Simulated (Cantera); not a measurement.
An isothermal, constant-pressure homogeneous reactor starts with 5.48 % H2, 94.5 % O2, equivalence ratio 0.029, at 1250 K and 0.00385 atm.

Cantera simulation using the H2/O2 subset of GRI-Mech 3.0, which has no nitrogen chemistry; the numbers are that mechanism's predictions, not measurements. Radical loss at walls, strong at low pressure, is not modelled. The temperature is held fixed by assumption; the heat of reaction is taken as removed at once.

x: mole fraction; the columns are a selection and need not sum to one.

```csv
t (s),x H2,x O2,x H,x H2O2,x OH,x H2O
0.000300,0.0548,0.945,6.62e-9,3.06e-12,6.12e-9,3.70e-9
0.00147,0.0548,0.945,1.64e-7,7.23e-11,2.34e-7,4.46e-7
0.00721,0.00837,0.910,0.0111,6.83e-8,0.00736,0.0372
0.0353,0.000958,0.903,0.00816,2.57e-8,0.00424,0.0478
0.173,0.000756,0.913,0.00550,2.63e-8,0.00378,0.0499
0.849,(withheld),0.933,(withheld),(withheld),(withheld),0.0540
4.16,2.57e-5,0.942,3.13e-5,1.09e-8,0.000708,0.0559
20.4,1.66e-6,0.943,5.16e-7,2.38e-9,0.000181,0.0563
100,(withheld),0.944,(withheld),4.36e-10,(withheld),0.0563
```

Question: Complete the blanks.

Answer: 
- 0.849, x H2: 0.000275
- 0.849, x H: 0.00113
- 0.849, x H2O2: 2.40e-8
- 0.849, x OH: 0.00231
- 100, x H2: 1.67e-7
- 100, x H: 1.64e-8
- 100, x OH: 5.73e-5
